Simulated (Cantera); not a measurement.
Equilibrium for silicon oxide and oxynitride deposition: SiH4 + CO2 + H2

A closed system holds: 1 mol SiH4, a varied amount of CO2, 9.9 mol H2, equilibrated at 773.15 K and 10.0 mbar.

Equilibrium computed with Cantera from the NASA thermochemical tables; the gas is ideal and each condensed phase is pure. Candidate condensed phases: C, C6H6, C7H8, C8H18, H2O, Si, SiC, SiO2; 123 gas species. The numbers say what is thermodynamically allowed, not how fast it happens.

| n(CO2) (mol) | x H2 | x CO2 | x CO | x H2O | x CH4 | n C(graphite) | n SiO2(α-quartz) |
|---|---|---|---|---|---|---|---|
| 3.1 | 0.747 | 0.0489 | 0.142 | 0.0503 | 0.0118 | 0.166 | 1.00 |
| 3.6 | 0.710 | 0.0635 | 0.162 | 0.0545 | 0.0106 | 0.0266 | 1.00 |
| 4.3 | 0.665 | 0.0872 | 0.175 | 0.0650 | 0.00793 | 0 | 1.00 |
| 5.1 | 0.621 | 0.114 | 0.183 | 0.0758 | 0.00580 | 0 | 1.00 |
| 6 | 0.576 | 0.144 | 0.190 | 0.0855 | 0.00426 | 0 | 1.00 |
| 7.1 | 0.529 | 0.178 | 0.195 | 0.0948 | 0.00305 | 0 | 1.00 |
| 8.4 | 0.482 | 0.216 | 0.198 | 0.103 | 0.00215 | 0 | 1.00 |
| 9.9 | 0.435 | 0.256 | 0.198 | 0.109 | 0.00150 | 0 | 1.00 |
| 12 | 0.382 | 0.305 | 0.197 | 0.115 | 0.000954 | 0 | 1.00 |
| 14 | 0.340 | 0.346 | 0.194 | 0.118 | 0.000649 | 0 | 1.00 |
x: gas mole fraction; n: condensed amount in mol.

From 3.1 mol CO2 to 3.6 mol CO2 the condensed part is C(graphite) + SiO2(α-quartz). From 4.3 mol CO2 to 14 mol CO2 the condensed part is SiO2(α-quartz).
